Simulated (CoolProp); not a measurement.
Vapour-liquid equilibrium of isobutene (1) + n-octane (2) at 291 K; x and y are mole fractions of (1).

The numbers come from the multi-fluid Helmholtz-energy mixture model, Lemmon 2005 and Beckmüller 2019; pair parameters Bell 2016 in CoolProp.

```
x      bubble pressure, mixture model (kPa)  bubble pressure, Raoult's law (kPa)  y, mixture model  y, Raoult's law
-----  ------------------------------------  -----------------------------------  ----------------  ---------------
0.05                                  13.69                                13.38             0.913            0.912
0.125                                 31.50                                31.60             0.964            0.966
0.2                                   48.78                                49.81             0.978            0.980
0.275                                 65.90                                68.03             0.985            0.987
0.35                                  83.14                                86.24             0.989            0.991
0.425                                 100.6                                104.5             0.992            0.993
0.5                                   118.4                                122.7             0.994            0.995
0.575                                 136.6                                140.9             0.995            0.996
0.65                                  155.0                                159.1             0.997            0.997
0.725                                     ?                                177.3             0.998            0.998
0.8                                       ?                                195.5             0.998            0.999
0.875                                     ?                                213.7             0.999            0.999
0.95                                  231.0                                232.0             1.000            1.000
```

Q: Some entries are withheld; supply them.

A: 
- 0.725, bubble pressure, mixture model (kPa): 173.7
- 0.8, bubble pressure, mixture model (kPa): 192.6
- 0.875, bubble pressure, mixture model (kPa): 211.7

The largest gap from Raoult's law is -3.7 % in bubble pressure, at x = 0.425. No azeotrope shows between x = 0.05 and 0.95.

The pair parameters rest on a limited set of measurements; away from them the model extrapolates. The gap from Raoult's law changes sign with composition, which may be real or a fault of the pair parameters; it wasn't checked against measurements.
